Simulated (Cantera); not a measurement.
A closed system holds: 1 mol Si, 7.5 mol CO, 2.1 mol N₂, held at 0.133 bar.

These are equilibrium values from Cantera (NASA tables, ideal gas, pure condensed phases), not measurements of a reactor. Candidate condensed phases: C, Si, SiC, SiO₂, Si₂N₂O, Si₃N₄; 34 gas species. N₂ is the only nitrogen source here; it is nearly inert below about 1500 K, so the nitride shown seldom forms there in practice. The tables hold silica as quartz up to 1696 K and as liquid above; real silica turns to tridymite and cristobalite and melts near 1996 K. The numbers say what is thermodynamically allowed, not how fast it happens.

Problem. Which condensed phases are stable at each of these points (T (K)): 698, 798, 898, 998, 1098, 1198, 1298, 1398, 1498?

Solution. 
```json
[
 {"T (K)": "698", "condensed phases": "C(graphite) + SiO₂(α-quartz)", "Si condensed (%)": "100.0"},
 {"T (K)": "798", "condensed phases": "C(graphite) + SiO₂(α-quartz)", "Si condensed (%)": "100.0"},
 {"T (K)": "898", "condensed phases": "C(graphite) + SiO₂(β-quartz)", "Si condensed (%)": "100.0"},
 {"T (K)": "998", "condensed phases": "C(graphite) + SiO₂(β-quartz)", "Si condensed (%)": "100.0"},
 {"T (K)": "1098", "condensed phases": "C(graphite) + SiO₂(β-quartz)", "Si condensed (%)": "100.0"},
 {"T (K)": "1198", "condensed phases": "C(graphite) + SiO₂(β-quartz)", "Si condensed (%)": "100.0"},
 {"T (K)": "1298", "condensed phases": "C(graphite) + SiO₂(β-quartz)", "Si condensed (%)": "100.0"},
 {"T (K)": "1398", "condensed phases": "C(graphite) + SiO₂(β-quartz)", "Si condensed (%)": "100.0"},
 {"T (K)": "1498", "condensed phases": "C(graphite) + Si₂N₂O(s)", "Si condensed (%)": "100.0"}
]
```

From 698 K to 798 K the condensed part is C(graphite) + SiO₂(α-quartz). From 898 K to 1398 K the condensed part is C(graphite) + SiO₂(β-quartz). At 1498 K the condensed part is C(graphite) + Si₂N₂O(s).
